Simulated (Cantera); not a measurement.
Input (Python, Cantera) and output of one run.

```python
import numpy as np
import cantera as ct

gas_names = """
    Ca CaO CaOH CaO2H2 Ca2 H HO2 H2 H2O H2O2 O OH O2 O3
""".split()
cond_names = """
    Ca(a) Ca(b) Ca(L) CaO(s) CaO(L) CaO2H2(s) H2O(s) H2O(L)
""".split()


# ... load() reads the species with a 1 bar reference pressure and builds the phases ...
atoms = {
    'Ca(OH)2': {'Ca': 1, 'O': 2, 'H': 2},
    'H2': {'H': 2},
}
top_T = {}  # K; cautious upper limits of use, not melting points


# ... equilibrate(T, P, feed) seeds the gas with the atoms and calls Mixture.equilibrate('TP', solver="vcs", rtol=1e-11, max_steps=5000) ...
results = []
feed = {'Ca(OH)2': 1, 'H2': 1.4}  # mol
T = 648.15  # K
P = 29000  # Pa
mix = equilibrate(T, P, feed)
results.append((T, P, feed, dict(zip(mix.species_names, mix.species_moles))))
print(gas.report(threshold=0.001))
for i in range(1, mix.n_phases):
    print(f"{mix.phase(i).name:16s} {mix.phase_moles(i):12.5e} mol")
```

Result:

```
       temperature   648.15 K
          pressure   29000 Pa
           density   0.020216 kg/m^3
  mean mol. weight   3.7567 kg/kmol
   phase of matter   gas

                          1 kg             1 kmol
                     ---------------   ---------------
          enthalpy       -4.2212e+06       -1.5858e+07  J
   internal energy       -5.6557e+06       -2.1247e+07  J
           entropy             46136        1.7332e+05  J/K
    Gibbs function       -3.4125e+07       -1.2819e+08  J
 heat capacity c_p            8013.2             30103  J/K
 heat capacity c_v            5799.9             21788  J/K

                      mass frac. Y      mole frac. X     chem. pot. / RT
                     ---------------   ---------------   ---------------
                H2           0.47826            0.8912             -17.9
               H2O           0.52174            0.1088           -72.017
     [  +12 minor]        5.7639e-16        2.1448e-15

Ca(a)             0.00000e+00 mol
CaO(s)            1.70914e-01 mol
CaO2H2(s)         8.29086e-01 mol
```

Cantera equilibrium calculation (NASA polynomials, part measured and part estimated; ideal gas, pure solids and liquids).
